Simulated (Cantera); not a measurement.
An adiabatic, constant-pressure homogeneous reactor starts with CO : H2 : CH4 : O2 : N2 = 1 : 0.44 : 0.22 : 0.892 : 3.36 (molar parts), at 1700 K and 1.00 bar. Integrator tolerance rtol = 1e-08.

Detailed kinetics in Cantera: GRI-Mech 3.0 (53 species, 325 reactions).

Task: What does this change do: pressure from 1.00 bar to 0.350 bar?

Result: 
```csv
quantity,before,after
time of steepest temperature rise,26.4 µs,72.2 µs
temperature at 4.00 s,2852 K,2761 K
equilibrium temperature,2852 K,2761 K
x(CO) at 4.00 s,0.126 (gas-phase equilibrium 0.126),0.129 (gas-phase equilibrium 0.129)
x(H2) at 4.00 s,0.0230 (gas-phase equilibrium 0.0230),0.0245 (gas-phase equilibrium 0.0245)
x(CH4) at 4.00 s,<1e-12 (gas-phase equilibrium <1e-12),<1e-12 (gas-phase equilibrium <1e-12)
x(C2H) at 4.00 s,<1e-12 (gas-phase equilibrium <1e-12),<1e-12 (gas-phase equilibrium <1e-12)
x(CH2O) at 4.00 s,1.17e-9 (gas-phase equilibrium 1.17e-9),4.43e-10 (gas-phase equilibrium 4.43e-10)
x(CH2CO) at 4.00 s,<1e-12 (gas-phase equilibrium <1e-12),<1e-12 (gas-phase equilibrium <1e-12)
x(C2H4) at 4.00 s,<1e-12 (gas-phase equilibrium <1e-12),<1e-12 (gas-phase equilibrium <1e-12)
```

Task: What does this change do: pressure from 1.00 bar to 10.0 bar?

Result: 
```tsv
quantity	before	after
time of steepest temperature rise	26.4 µs	3.75 µs
temperature at 4.00 s	2852 K	3048 K
equilibrium temperature	2852 K	3048 K
x(CO) at 4.00 s	0.126 (gas-phase equilibrium 0.126)	0.117 (gas-phase equilibrium 0.117)
x(H2) at 4.00 s	0.0230 (gas-phase equilibrium 0.0230)	0.0195 (gas-phase equilibrium 0.0195)
x(CH4) at 4.00 s	<1e-12 (gas-phase equilibrium <1e-12)	<1e-12 (gas-phase equilibrium <1e-12)
x(C2H) at 4.00 s	<1e-12 (gas-phase equilibrium <1e-12)	<1e-12 (gas-phase equilibrium <1e-12)
x(CH2O) at 4.00 s	1.17e-9 (gas-phase equilibrium 1.17e-9)	9.27e-9 (gas-phase equilibrium 9.27e-9)
x(CH2CO) at 4.00 s	<1e-12 (gas-phase equilibrium <1e-12)	<1e-12 (gas-phase equilibrium <1e-12)
x(C2H4) at 4.00 s	<1e-12 (gas-phase equilibrium <1e-12)	<1e-12 (gas-phase equilibrium <1e-12)
```
Above 3000 K some thermodynamic fits are extrapolated.
